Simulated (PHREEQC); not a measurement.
0.38 g of hydrous ferric oxide (600 m²/g; 0.2 weak and 0.005 strong sites per Fe, Dzombak-Morel constants, diffuse double layer) in 1 kg of water with 0.3 mol/kgw of an inert sodium salt and 0.0013 mol/kgw H3BO3 and 1.5e-05 mol/kgw MgCl2, at 25 °C; the pH is set by adding NaOH or the inert anion's acid. Oxygen is held at 0.21 atm. CO2 from the air is kept out. Nothing may precipitate in this run.

The numbers come from PHREEQC with the ion-association model, wateq4f.dat.

```tsv
pH	B sorbed (%)	Mg sorbed (%)	surface charge σ (C/m²)	surface potential ψ (mV)
4	0.0	0.0	0.349	123
4.5	0.1	0.0	0.318	118
5	0.1	0.0	0.269	110
5.5	0.2	0.0	0.210	98
6	0.2	0.0	0.154	83
6.5	0.2	0.1	0.106	65
7	0.3	0.8	0.066	46
7.5	0.3	5.5	0.034	26
8	0.3	29.6	0.006	5
8.5	0.2	74.6	-0.020	-16
9	0.1	95.2	-0.049	-36
9.5	0.1	99.2	-0.085	-56
10	0.0	99.9	-0.128	-74
```

Species that the database lacks are ignored.
